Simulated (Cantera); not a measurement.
Input: 1 mol Fe3O4, 2600 mol H2, 5.4 mol N2, held at 1625 K and 1.00 Torr.

Cantera equilibrium calculation (NASA polynomials, part measured and part estimated; ideal gas, pure solids and liquids). Candidate condensed phases: Fe, FeO, Fe(OH)2, Fe(OH)3, Fe2O3, Fe3O4, H2O; 27 gas species. Equilibrium is a limit: real reactors are often held back by kinetics, nucleation or transport.

Base state: H2 0.993, N2 0.00207, H 0.00193, H2O 0.00153, Fe 0.00115 (mole fractions); condensed: gas only.

Q: What changes in the equilibrium state with this change: temperature from 1625 K to 2123 K?

A: 
```tsv
species	before	after
H2	0.993	0.902
H	0.00193	0.0933
N2	0.00207	0.00197
Fe	0.00115	0.00110
OH	1.25e-7	1.84e-5
H2O	0.00153	0.00144
```
